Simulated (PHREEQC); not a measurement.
# Acid mine or pickling water: speciation

A made-up water analysis in mg/kgw, 20 °C, pH 3.44, pe 13:

| constituent | mg/kgw |
|---|---|
| Na | 1550 |
| K | 1600 |
| Ca | 128 |
| Mg | 369 |
| Cl | 144 |
| S(6) as SO4 | 6890 |
| Fe(3) | 8.22 |
| Mn(2) | 129 |
| Si as SiO2 | 90.1 |
| N(5) as NO3 | 3.66 |
| Pb | 19 |

Cl is adjusted to close the charge balance.
Valence states are taken as typed.

The numbers come from PHREEQC with the ion-association model, wateq4f.dat.

This is a speciation only: nothing precipitates in the calculation.

Problem. What ionic strength does the model give?

Solution. ionic strength 0.183 mol/kgw.

Problem. In which forms is Mn present?

Solution. Mn+2 54 %, MnSO4 45 %, MnCl+ 0.6 % of the Mn.

Examples of supersaturated solids here: Jarosite-K, Anglesite. Others may be too. Complexes and solids missing from the database can't appear.
